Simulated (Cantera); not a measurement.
# Ignition delay

Mixture: CH₄ : H₂ : O₂ : N₂ : CO₂ = 1 : 0.58 : 1.35 : 4.4 : 0.39 (molar parts), at 101000 Pa, adiabatic and at constant volume. Ignition delay is the time to a rise of 400 K.

Cantera simulation using GRI-Mech 3.0 (53 species, 325 reactions); the numbers are that mechanism's predictions, not measurements.

```csv
T0 (K),delay (ms)
1248,1.57
1298,1.04
1348,0.696
1398,0.479
1448,0.336
1498,0.242
1548,0.177
1598,0.133
```

```json
{
 "apparent activation energy between 1498 and 1598 K": "120 kJ/mol"
}
```
